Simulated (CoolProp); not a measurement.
Vapour-liquid equilibrium of CHF3 (R23) (1) + C2F6 (R116) (2) at 644 kPa; x and y are mole fractions of (1).

Values from CoolProp's multi-fluid Helmholtz-energy mixture model, Penoncello 2003 and Lemmon 2006; pair parameters Bell 2016.

```tsv
x	bubble temperature (K)	y at the bubble point	dew temperature at overall composition x (K)	liquid density (mol/L)
0.05	234.7	0.137	236.9	10.39
0.125	231.1	0.277	235.0	10.82
0.2	228.8	0.370	233.1	11.25
0.275	227.3	0.435	231.2	11.68
0.35	226.4	0.484	229.3	12.14
0.425	225.8	0.524	227.5	12.64
0.5	225.4	0.559	226.1	13.18
0.575	225.3	0.592	225.3	13.77
0.65	225.3	0.627	225.4	14.43
0.725	225.5	0.668	226.1	15.15
0.8	226.0	0.720	227.2	15.94
0.875	227.0	0.791	228.4	16.79
0.95	228.8	0.897	229.8	17.69
```

y crosses x between x = 0.575 and 0.65: the model has an azeotrope there.

Pair parameters are fitted to limited data, so mixtures are less certain than the pure fluids.
